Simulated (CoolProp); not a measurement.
Methane at 406.47 K and 0.14 MPa is compressed adiabatically to 0.529 MPa with isentropic efficiency 0.75. Each further row changes one setting.

Values from CoolProp's reference Helmholtz-energy equation of state, Setzmann 1991.

| case | work (kJ/kg) | final temperature (K) | final density (kg/m³) |
|---|---|---|---|
| as stated | 426 | (withheld) | (withheld) |
| efficiency 1 | 319 | (withheld) | (withheld) |
| efficiency 0.65 | (withheld) | 577.7 | 1.77 |

Fill in the missing entries.


- as stated, final temperature (K): 557.0
- as stated, final density (kg/m³): 1.83
- efficiency 1, final temperature (K): 522.2
- efficiency 1, final density (kg/m³): 1.95
- efficiency 0.65, work (kJ/kg): 491
